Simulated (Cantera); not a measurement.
Standard-state values (1 bar) from the NASA 1993 polynomials, evaluated with Cantera. Values are per mole of reaction as written; species without (g) are pure solids or liquids, kept so even where they would boil at 1 bar.

2 C6H6(g) = 3 C2H4(g) + 6 C

```
T (K)  ΔH° (kJ)  ΔS° (J/K)  ΔG° (kJ)  log10 K
-----  --------  ---------  --------  -------
2100      -21.7      145.0    -326.2     8.11
2200        ___        ___       ___      ___
2300        ___        ___       ___      ___
2400      -24.1      143.9    -369.5     8.04
2500      -24.8      143.6    -383.9     8.02
2600        ___        ___       ___      ___
2700      -26.0      143.2    -412.5     7.98
2800      -26.5      143.0    -426.9     7.96
2900      -27.0      142.8    -441.1     7.95
3000      -27.4      142.7    -455.4     7.93
```

Q: What belongs in the gaps?

A: 
- 2200, ΔH° (kJ): -22.6
- 2200, ΔS° (J/K): 144.6
- 2200, ΔG° (kJ): -340.6
- 2200, log10 K: 8.09
- 2300, ΔH° (kJ): -23.3
- 2300, ΔS° (J/K): 144.2
- 2300, ΔG° (kJ): -355.1
- 2300, log10 K: 8.06
- 2600, ΔH° (kJ): -25.4
- 2600, ΔS° (J/K): 143.4
- 2600, ΔG° (kJ): -398.2
- 2600, log10 K: 8.00
